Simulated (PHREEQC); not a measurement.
Dissolve 0.024 mol Li2SO4 and 7.3e-05 mol CsF per kg of water at 50 °C. Closed to the air; pH follows from the charge balance.

Computed with PHREEQC (ion-association model, wateq4f.dat).

Precipitation was switched off in this run.

### Question
Predict the pH.

### Answer
pH 6.84.

### Question
In which forms is S present?

### Answer
SO4-2 92 %, LiSO4- 7.6 % of the S.

Away from 25 °C the constants follow the database's enthalpies or fits; those with neither stay at their 25 °C values.
